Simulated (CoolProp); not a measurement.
Computed with CoolProp (reference Helmholtz-energy equation of state, McLinden 2015).

Question: For the fluoroketone C6F12O (FK-5-1-12), give the phase and the speed of sound (m/s), fugacity coefficient at 487.7 K and 2.92 MPa; 487.7 K and 3.5 MPa.

Answer: 
- 487.7 K and 2.92 MPa: supercritical; speed of sound 69.4, fugacity coefficient 0.659
- 487.7 K and 3.5 MPa: supercritical; speed of sound 73.1, fugacity coefficient 0.602
